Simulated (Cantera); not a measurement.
**Thermodynamics of silicon epitaxy and polysilicon growth, feed SiHCl3 + Cl2 + H2**

Charge: 1 mol SiHCl3, 0.26 mol Cl2, 370 mol H2, at 1400 °C and 0.830 bar.

Method: chemical equilibrium by Gibbs-energy minimisation in Cantera with the NASA 1993 tables (ideal gas, pure condensed phases). Candidate condensed phases: Si; 19 gas species. Gases not in the tables: Si2H6 and higher silanes. The numbers say what is thermodynamically allowed, not how fast it happens.

The x(H2) is 0.991, the x(HCl) is 0.00887 and the x(SiCl2) comes out as 0.000286. The x(H) comes out as 0.000125 and the x(SiH2) is 1.09e-5. The x(SiH3Cl) is 2.42e-6 and the x(SiH2Cl2) is 2.31e-6. The x(SiCl3) is 2.14e-6 and the x(SiH4) is 1.01e-6. The n(Si(s)) is 0.885 mol and the gas amount is 372.3 mol.
